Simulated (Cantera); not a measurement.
A Cantera script and its output.

```python
import numpy as np
import cantera as ct

gas = ct.Solution("gri30.yaml")
gas.TPX = 1475, 101325, {'CH3OH': 0.017, 'O2': 0.01, 'N2': 1}
inlet = ct.Reservoir(gas, clone=True)

reactor = ct.IdealGasConstPressureReactor(gas, energy="off", clone=False)
exhaust = ct.Reservoir(gas, clone=True)
tau = [0.81, 0.31, 0.12, 0.046, 0.017, 0.0067, 0.0025, 0.00097, 0.00037][0]
for a, b in ((inlet, reactor), (reactor, exhaust)):
    ct.MassFlowController(a, b, mdot=lambda t: reactor.mass / tau)
net = ct.ReactorNet([reactor])
show = ['CH3OH', 'O2', 'CO2', 'C2H2', 'NO', 'HO2']

rows = []
print(f"{'tau/s':>10s}{'T/K':>9s}" + "".join(f"{s:>11s}" for s in show))
for tau in [0.81, 0.31, 0.12, 0.046, 0.017, 0.0067, 0.0025, 0.00097, 0.00037]:
    net.initial_time = 0.0
    net.advance(30 * tau)
    before = gas.X
    net.advance(40 * tau)
    drift = np.max(np.abs(gas.X - before) / (gas.X + 1e-9))
    rows.append([gas.T, *gas[show].X, drift])
    print(f"{tau:10.3e}{gas.T:9.1f}" + "".join(f"{x:11.3e}" for x in gas[show].X))
```

It prints:

```
     tau/s      T/K      CH3OH         O2        CO2       C2H2         NO        HO2
 8.100e-01   1475.0  1.154e-06  1.994e-05  4.045e-03  2.574e-06  1.426e-06  5.981e-09
 3.100e-01   1475.0  2.258e-06  3.877e-05  3.957e-03  4.131e-06  1.762e-06  1.257e-08
 1.200e-01   1475.0  4.316e-06  7.334e-05  3.805e-03  5.726e-06  2.015e-06  2.664e-08
 4.600e-02   1475.0  8.242e-06  1.374e-04  3.555e-03  7.129e-06  2.181e-06  5.923e-08
 1.700e-02   1475.0  1.636e-05  2.634e-04  3.159e-03  8.218e-06  2.278e-06  1.476e-07
 6.700e-03   1475.0  3.248e-05  4.939e-04  2.645e-03  8.759e-06  2.270e-06  3.955e-07
 2.500e-03   1475.0  7.486e-05  1.009e-03  1.970e-03  8.569e-06  1.942e-06  1.412e-06
 9.700e-04   1475.0  2.298e-04  2.229e-03  1.217e-03  6.470e-06  9.082e-07  7.834e-06
 3.700e-04   1475.0  7.249e-03  7.008e-03  2.166e-04  4.261e-09  1.393e-09  1.962e-04
```

Cantera simulation using GRI-Mech 3.0 (53 species, 325 reactions); the numbers are that mechanism's predictions, not measurements. GRI-Mech 3.0 was tuned for natural gas; its chemistry of methanol as a main component is partial and can be far from experiment.
